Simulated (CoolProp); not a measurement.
A closed Brayton cycle with carbon dioxide: compressor inlet 306.15 K and 9.2 MPa, high pressure 22 MPa, turbine inlet 635 K, compressor efficiency 0.89, turbine efficiency 0.9, recuperator effectiveness 0.95 (on enthalpy, no pinch check). Each further row changes one setting.

The numbers come from the reference Helmholtz-energy equation of state, Span 1996 in CoolProp.

```
case                           thermal efficiency (%)  net work (kJ/kg)  compressor to turbine work  compressor exit (K)  turbine exit (K)
-----------------------------  ----------------------  ----------------  --------------------------  -------------------  ----------------
as stated                                        30.2              65.2                        0.23                327.2             543.9
turbine inlet 585 K                              27.6              56.3                        0.25                327.2             497.3
compressor inlet 316.15 K                        28.3              56.1                        0.33                363.9             543.9
high pressure 18.7 MPa                           29.1              55.6                        0.20                322.7             560.7
recuperator effectiveness 0.5                    18.8              65.2                        0.23                327.2             543.9
```
